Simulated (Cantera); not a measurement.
# Reactions in the system H-O-Zr

Cantera with NASA thermochemical tables; ideal gases at 1 bar, condensed phases pure. Values are per mole of reaction as written; species without (g) are pure solids or liquids, kept so even where they would boil at 1 bar.

2 H₂O(g) + ZrO₂ ⇌ 4 OH(g) + Zr

```tsv
T (K)	ΔH° (kJ)	ΔS° (J/K)	ΔG° (kJ)	log10 K	condensed phases
1550	1733.7	348.2	1194.0	-40.24	ZrO₂(tetragonal), Zr(β)
1700	1732.7	347.6	1141.8	-35.08	ZrO₂(tetragonal), Zr(β)
1850	1731.8	347.1	1089.7	-30.77	ZrO₂(tetragonal), Zr(β)
2000	1731.0	346.7	1037.7	-27.10	ZrO₂(tetragonal), Zr(β)
2150	1751.5	356.3	985.4	-23.94	ZrO₂(tetragonal), Zr(l)
```
